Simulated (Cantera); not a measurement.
## N2O furnace oxynitridation

An isothermal, constant-pressure homogeneous reactor starts with N2O : H2 : N2 = 1 : 0.0059 : 8.4 (molar parts), at 1125 K and 0.0132 atm.

Model: GRI-Mech 3.0 (53 species, 325 reactions), integrated in Cantera. GRI-Mech 3.0 was tuned for natural gas; its chemistry of N2O as a main component is partial and can be far from experiment. Radical loss at walls, strong at low pressure, is not modelled. The mechanism lacks the step 2 NO + O2 → 2 NO2, which can matter for NO2 below about 1400 K. The temperature is held fixed by assumption; the heat of reaction is taken as removed at once.

```tsv
t (s)	x N2O	x H2	x H2O	x HO2	x NO2	x N2
0.000900	0.106	0.000627	8.15e-11	1.19e-12	<1e-12	0.893
0.00217	0.106	0.000627	1.21e-9	1.76e-11	<1e-12	0.893
0.00522	0.106	0.000627	1.64e-8	2.39e-10	<1e-12	0.893
0.0126	0.106	0.000627	1.81e-7	2.62e-9	<1e-12	0.893
0.0303	0.106	0.000625	1.51e-6	2.13e-8	1.81e-11	0.893
0.0731	0.106	0.000616	9.82e-6	1.21e-7	7.69e-10	0.893
0.176	0.106	0.000575	5.00e-5	3.60e-7	1.66e-8	0.893
0.424	0.106	0.000449	0.000175	4.54e-7	1.18e-7	0.893
1.02	0.106	0.000246	0.000379	4.15e-7	5.08e-7	0.894
2.46	0.105	8.39e-5	0.000542	2.63e-7	2.03e-6	0.894
5.93	0.105	1.58e-5	0.000610	1.08e-7	5.19e-6	0.894
14.3	0.103	9.25e-7	0.000625	4.10e-8	7.02e-6	0.895
34.5	0.0990	3.58e-9	0.000625	1.86e-8	7.74e-6	0.897
83.0	0.0903	2.19e-9	0.000622	7.97e-9	7.70e-6	0.901
200	0.0725	2.26e-9	0.000617	3.08e-9	6.60e-6	0.910
```
x: mole fraction; the columns are a selection and need not sum to one.

Equilibrium at this temperature and pressure: N2O 5.35e-10, H2 5.59e-11, H2O 0.000596, HO2 4.94e-11, NO2 8.00e-8, N2 0.949 (gas phase only).
